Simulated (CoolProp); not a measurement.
Vapour-liquid equilibrium of carbon dioxide (1) + CHF3 (R23) (2) at 3.29 MPa; x and y are mole fractions of (1).

Computed with CoolProp (multi-fluid Helmholtz-energy mixture model, Span 1996 and Penoncello 2003; pair parameters Bell 2016).

```
x      bubble temperature (K)  y at the bubble point  dew temperature at overall composition x (K)  liquid density (mol/L)
-----  ----------------------  ---------------------  --------------------------------------------  ----------------------
0.05                    282.8                  0.061                                         282.9                   13.76
0.125                   281.4                  0.150                                         281.8                   14.26
0.2                     280.1                  0.236                                         280.6                   14.76
0.275                   278.8                  0.319                                         279.5                   15.28
0.35                    277.6                  0.399                                         278.4                   15.80
0.425                   276.5                  0.476                                         277.3                   16.35
0.5                     275.5                  0.550                                         276.2                   16.91
0.575                   274.6                  0.621                                         275.2                   17.49
0.65                    273.7                  0.690                                         274.2                   18.10
0.725                   273.0                  0.757                                         273.3                   18.74
0.8                     272.3                  0.823                                         272.5                   19.41
0.875                   271.7                  0.888                                         271.9                   20.11
0.95                    271.3                  0.955                                         271.3                   20.85
```

No azeotrope shows between x = 0.05 and 0.95.

Pair parameters are fitted to limited data, so mixtures are less certain than the pure fluids.
